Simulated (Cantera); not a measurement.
Charge: 1 mol Si₃N₄, 1.3 mol NF₃, 0.73 mol H₂O, at 1000 Pa.

Equilibrium computed with Cantera from the NASA thermochemical tables; the gas is ideal and each condensed phase is pure. Candidate condensed phases: H₂O, Si, SiO₂, Si₂N₂O, Si₃N₄; 58 gas species. Mutual solubility and eutectic melting of coexisting phases are not modelled. The tables' values for SiF₃ are old estimates; treat these amounts as uncertain. The numbers say what is thermodynamically allowed, not how fast it happens.

x: gas mole fraction; n: condensed amount in mol.

```csv
T (°C),x N₂,x SiF₄,x H₂,x HF,x SiF₃,x SiHF₃,n Si₂N₂O(s),n Si₃N₄(s)
477,0.475,0.300,0.225,4.05e-5,1.76e-8,1.48e-5,0.730,0.188
527,0.475,0.300,0.225,___,1.15e-7,___,0.730,0.188
577,0.475,0.300,0.225,0.000146,5.99e-7,5.49e-5,0.730,0.188
627,0.475,0.300,0.225,0.000248,2.60e-6,9.47e-5,0.730,0.188
677,0.475,0.300,0.224,0.000398,9.65e-6,0.000154,0.730,0.188
727,0.475,0.300,0.224,0.000609,3.14e-5,0.000238,0.730,0.188
777,0.475,0.300,0.224,___,9.09e-5,___,0.730,0.188
827,0.475,0.299,0.224,0.00127,0.000239,0.000505,0.730,0.188
877,0.475,0.299,0.223,0.00174,0.000576,0.000699,0.730,0.188
927,0.475,0.298,0.223,0.00232,0.00129,0.000940,0.730,0.188
```

Task: Fill in the missing entries.

Result: 
- 527, x HF: 8.00e-5
- 527, x SiHF₃: 2.97e-5
- 777, x HF: 0.000894
- 777, x SiHF₃: 0.000354
